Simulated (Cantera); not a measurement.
Charge: 1 mol C₂H₆, 0.15 mol CO₂, 0.041 mol NH₃, at 823 K and 10.0 mbar.

These are equilibrium values from Cantera (NASA tables, ideal gas, pure condensed phases), not measurements of a reactor. Candidate condensed phases: C, C₆H₆, C₇H₈, C₈H₁₈, H₂O; 136 gas species. Kinetics and transport are ignored.

Question: What is the equilibrium state?

Answer: 
```
Quantity           Result
--------------  ---------
x(H₂)               0.899
x(CO)              0.0759
x(H₂O)            0.00903
x(CH₄)            0.00753
x(N₂)             0.00618
x(CO₂)            0.00276
x(NH₃)            1.60e-6
n(C(graphite))   1.86 mol
gas amount      3.318 mol
```
